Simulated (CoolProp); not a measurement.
n-perfluorohexane along the isotherm 351.7 K: density (kg/m³) from the reference equation and from simpler models built on Tc = 448.0 K, pc = 1.742 MPa, ω = 0.497; each cubic takes its own stable root.

Model: reference Helmholtz-energy equation of state, Gao 2022, in CoolProp.

| p (MPa) | phase | reference | van der Waals | Redlich-Kwong | Soave-Redlich-Kwong | Peng-Robinson |
|---|---|---|---|---|---|---|
| 0.67 | liquid | 1511 | 831.4 | 1187 | 1295 | 1466 |
| 1.34 | liquid | 1517 | 855.0 | 1206 | 1306 | 1478 |
| 2.01 | liquid | 1523 | 873.8 | 1224 | 1317 | 1488 |
| 2.68 | liquid | 1528 | 889.5 | 1240 | 1327 | 1498 |
| 3.35 | liquid | 1533 | 903.1 | 1254 | 1336 | 1508 |
| 4.02 | liquid | 1538 | 915.0 | 1267 | 1345 | 1516 |
| 4.69 | liquid | 1543 | … | 1279 | 1353 | 1525 |
| 5.36 | liquid | 1548 | … | 1291 | 1361 | 1533 |
| 6.03 | liquid | 1552 | 944.2 | 1301 | 1369 | 1540 |
| 6.7 | liquid | 1557 | 952.3 | 1311 | 1376 | 1548 |
| 7.37 | liquid | 1561 | 959.8 | 1321 | 1383 | … |
| 8.04 | liquid | 1565 | 966.8 | 1330 | 1389 | 1561 |
| 8.71 | liquid | 1569 | 973.3 | 1338 | 1396 | 1568 |

**Question.** Some entries are withheld; supply them.

**Answer.** 
- 4.69, van der Waals: 925.7
- 5.36, van der Waals: 935.4
- 7.37, Peng-Robinson: 1555
